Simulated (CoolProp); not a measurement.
A simple Rankine cycle with toluene: condensing at 306.15 K, boiler at 0.178 MPa, turbine inlet 406.9 K, turbine efficiency 0.9, pump efficiency 0.6, no recuperator. Each further row changes one setting.

Values from CoolProp's reference Helmholtz-energy equation of state, Lemmon 2006. It is a short technical equation, of lower accuracy than the large ones.

| case | thermal efficiency (%) | net work (kJ/kg) | heat in (kJ/kg) | turbine exit temperature (K) | volume ratio over the turbine |
|---|---|---|---|---|---|
| as stated | 18.5 | 99.3 | 537 | 330.6 | … |
| turbine inlet 426.9 K | 18.5 | 105 | 570 | 351.1 | 27.1 |
| condensing temperature 298.15 K | 19.9 | 110 | 551 | 322.2 | 39.3 |
| boiler pressure 0.125 MPa | 16.9 | 90.9 | 539 | … | 19.1 |
| turbine efficiency 0.8 | … | … | 537 | 339.3 | … |

**Question.** Complete the blanks.

**Answer.** 
- as stated, volume ratio over the turbine: 27.0
- boiler pressure 0.125 MPa, turbine exit temperature (K): 339.1
- turbine efficiency 0.8, thermal efficiency (%): 16.4
- turbine efficiency 0.8, net work (kJ/kg): 88.2
- turbine efficiency 0.8, volume ratio over the turbine: 27.7
